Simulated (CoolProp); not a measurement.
Vapour-liquid equilibrium of R22 (1) + C3F8 (R218) (2) at -4.05 °C; x and y are mole fractions of (1).

The numbers come from the multi-fluid Helmholtz-energy mixture model, Kamei 1995 and Lemmon 2006; pair parameters Bell 2016 in CoolProp.

**Question.** Give the bubble pressure and the first vapour's composition at x = 0.5, 0.8, 0.95. Is there an azeotrope?

**Answer.** x = 0.5: 5.400 bar, y = 0.560; x = 0.8: 5.293 bar, y = 0.713; x = 0.95: 4.741 bar, y = 0.885. y crosses x between x = 0.5 and 0.65: the model has an azeotrope there.

Pair parameters are fitted to limited data, so mixtures are less certain than the pure fluids.
